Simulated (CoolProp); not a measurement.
Ammonia along the isobar 15.1 MPa: density (kg/m³) from the reference equation and from simpler models built on Tc = 405.6 K, pc = 11.36 MPa, ω = 0.256; each cubic takes its own stable root.

Values from CoolProp's reference Helmholtz-energy equation of state, Gao 2020.

```tsv
T (K)	phase	reference	van der Waals	Soave-Redlich-Kwong	Peng-Robinson
216.6	liquid	715.5	376.6	563.9	634.2
235.6	liquid	693.9	367.4	549.2	618.3
254.6	liquid	671.4	357.7	532.9	600.7
273.6	liquid	647.8	347.5	514.9	581.1
292.5	liquid	623.1	336.5	495.1	559.2
311.5	liquid	596.5	324.6	472.7	534.2
330.5	liquid	567.6	311.5	447.4	505.7
349.5	liquid	535.5	296.9	418.2	472.3
368.4	liquid	498.7	280.4	383.8	432.5
387.4	liquid	452.6	260.4	340.6	381.8
406.4	supercritical	384.8	234.8	279.9	309.8
425.3	supercritical	211.7	196.0	173.9	185.4
444.3	supercritical	128.5	138.5	118.0	124.5
```
